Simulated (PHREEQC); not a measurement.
Solution (25 °C): 0.00297 mol/kgw NaBr and 0.0017 mol/kgw Na2SO4. Closed to the air; pH follows from the charge balance.

Equilibrium calculation in PHREEQC: Pitzer model, pitzer.dat.

This is a speciation only: nothing precipitates in the calculation.

Predict the specific conductance, osmotic coefficient.

specific conductance 748 µS/cm; osmotic coefficient 0.956.
